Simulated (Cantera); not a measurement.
Feed: 1 mol B, 83 mol H2, 0.82 mol O2, held at 10.0 mbar.

These are equilibrium values from Cantera (NASA tables, ideal gas, pure condensed phases), not measurements of a reactor. Candidate condensed phases: B, B2O3, B3O3H3, H2O; 23 gas species. Rates play no part.

x: gas mole fraction; n: condensed amount in mol.

```csv
T (K),x H2,x H,x HBO,x HBO2,x H2O,n B2O3(l)
823,0.998,7.33e-11,1.61e-11,[?],0.00169,0.500
923,0.998,2.44e-9,1.71e-9,[?],0.00169,0.500
1023,0.998,4.14e-8,7.09e-8,[?],0.00168,0.499
1123,0.998,4.26e-7,1.50e-6,[?],0.00164,0.496
1223,0.998,3.00e-6,1.96e-5,[?],0.00148,0.481
1323,0.997,1.58e-5,0.000190,[?],0.00111,0.433
1423,0.994,6.62e-5,0.00139,[?],0.000767,0.270
1523,0.988,0.000230,0.00372,0.00547,0.000913,0
1623,0.987,0.000687,0.00432,0.00528,0.00133,0
1723,0.985,0.00181,0.00489,0.00498,0.00182,0
1823,0.982,0.00429,0.00537,[?],0.00237,0
1923,0.976,0.00931,0.00569,[?],0.00297,0
2023,0.966,0.0187,0.00575,[?],0.00361,0
2123,0.949,0.0350,0.00549,[?],0.00426,0
```

Some entries are withheld; supply them.


- 823, x HBO2: 1.13e-7
- 923, x HBO2: 1.86e-6
- 1023, x HBO2: 1.72e-5
- 1123, x HBO2: 0.000104
- 1223, x HBO2: 0.000440
- 1323, x HBO2: 0.00134
- 1423, x HBO2: 0.00327
- 1823, x HBO2: 0.00459
- 1923, x HBO2: 0.00412
- 2023, x HBO2: 0.00358
- 2123, x HBO2: 0.00296
